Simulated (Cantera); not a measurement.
A Cantera script and what it prints.

```python
import numpy as np
import cantera as ct

gas_names = [...]  # 57 gases of nasa_gas.yaml made of Al, F, H, N, O
cond_names = """
    AL(cr) AL(L) ALF3(a) ALF3(b) ALF3(L) ALN(s) AL2O3(a) AL2O3(L) H2O(s) H2O(L)
""".split()


# ... load() reads the species with a 1 bar reference pressure and builds the phases ...
atoms = {
    'AlF3': {'AL': 1, 'F': 3},
    'HF': {'H': 1, 'F': 1},
    'N2': {'N': 2},
    'H2O': {'H': 2, 'O': 1},
}
top_T = {'ALN(s)': 2750}  # K; cautious upper limits of use, not melting points


# ... equilibrate(T, P, feed) seeds the gas with the atoms and calls Mixture.equilibrate('TP', solver="vcs", rtol=1e-11, max_steps=5000) ...
results = []
T = 1923.15  # K
P = 2  # Pa
for m in [27, 34, 43, 55, 71, 90, 110, 150, 190, 240]:
    feed = {'AlF3': 1, 'HF': 3.4, 'N2': m, 'H2O': 7.9}  # mol
    mix = equilibrate(T, P, feed)
    results.append((T, P, feed, dict(zip(mix.species_names, mix.species_moles))))

top = {s: max(r[3][s] / sum(r[3][g] for g in gas_names) for r in results) for s in gas_names}
cols = sorted((s for s in top if top[s] > 1e-06), key=lambda s: -top[s])[:9]
seen = [c for c in cond_names if any(r[3].get(c, 0) > 1e-12 for r in results)]
print("log10 of partial pressures in bar; condensed amounts in mol")
print(f"{'n(N2)':>10s}" + "".join(f"{s[:9]:>10s}" for s in cols + seen))
for T, P, feed, n in results:
    ng = sum(n[g] for g in gas_names)
    print(f"{feed['N2']:10.4g}" + "".join(f"{np.log10(max(n[s] / ng * P / 1e5, 1e-99)):10.3f}" for s in cols)
          + "".join(f"{n.get(c, 0):10.4g}" for c in seen))
```

Result:

```
log10 of partial pressures in bar; condensed amounts in mol
     n(N2)        N2       H2O        HF         H        H2     ALF2O        O2        OH         O
        27    -4.890    -5.635    -5.676    -6.101    -6.152    -6.329    -6.570    -6.649    -6.726
        34    -4.858    -5.715    -5.744    -6.130    -6.209    -6.398    -6.617    -6.701    -6.749
        43    -4.831    -5.804    -5.819    -6.161    -6.272    -6.474    -6.668    -6.758    -6.775
        55    -4.807    -5.903    -5.901    -6.197    -6.342    -6.558    -6.726    -6.822    -6.804
        71    -4.786    -6.014    -5.991    -6.236    -6.420    -6.649    -6.790    -6.894    -6.836
        90    -4.770    -6.122    -6.078    -6.274    -6.497    -6.738    -6.854    -6.964    -6.868
       110    -4.759    -6.219    -6.154    -6.308    -6.565    -6.815    -6.911    -7.027    -6.896
       150    -4.745    -6.376    -6.274    -6.364    -6.676    -6.938    -7.004    -7.128    -6.943
       190    -4.737    -6.502    -6.368    -6.408    -6.765    -7.035    -7.079    -7.210    -6.980
       240    -4.730    -6.633    -6.462    -6.454    -6.857    -7.132    -7.156    -7.295    -7.019
```

Equilibrium computed with Cantera from the NASA thermochemical tables; the gas is ideal and each condensed phase is pure. The tables' values for AlOF are old estimates; treat these amounts as uncertain.
